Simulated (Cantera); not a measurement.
Input: 1 mol CuO, 1.5 mol C, 0.55 mol H2, at 0.100 bar.

Cantera equilibrium calculation (NASA polynomials, part measured and part estimated; ideal gas, pure solids and liquids). Candidate condensed phases: C, C6H6, C7H8, C8H18, Cu, CuO, Cu(OH)2, Cu2O, H2O; 113 gas species. The numbers say what is thermodynamically allowed, not how fast it happens.

Task: Which condensed phases are stable at each of these points (T (K)): 923, 1023, 1123, 1223, 1323, 1423, 1523, 1623, 1723, 1823?

Result: 
```tsv
T (K)	condensed phases	Cu condensed (%)
923	C(graphite) + Cu(s)	100.0
1023	C(graphite) + Cu(s)	100.0
1123	C(graphite) + Cu(s)	100.0
1223	C(graphite) + Cu(s)	100.0
1323	C(graphite) + Cu(s)	100.0
1423	C(graphite) + Cu(l)	100.0
1523	C(graphite) + Cu(l)	100.0
1623	C(graphite) + Cu(l)	99.9
1723	C(graphite) + Cu(l)	99.7
1823	C(graphite) + Cu(l)	98.9
```

From 923 K to 1323 K the condensed part is C(graphite) + Cu(s). From 1423 K to 1823 K the condensed part is C(graphite) + Cu(l).
